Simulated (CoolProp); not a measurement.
Values from CoolProp's reference Helmholtz-energy equation of state, Smukala 2000.

Give the vapour pressure (bar), liquid density (kg/m³), enthalpy of vaporisation (kJ/kg), liquid cp (kJ/(kg K)) of saturated ethylene at -98.75, -73.95, -69.85 °C.


```tsv
T (°C)	p (bar)	liquid density (kg/m³)	enthalpy of vaporisation (kJ/kg)	liquid cp (kJ/(kg K))
-98.75	1.35	560	475	2.43
-73.95	4.41	523	434	2.52
-69.85	5.20	516	426	2.55
```
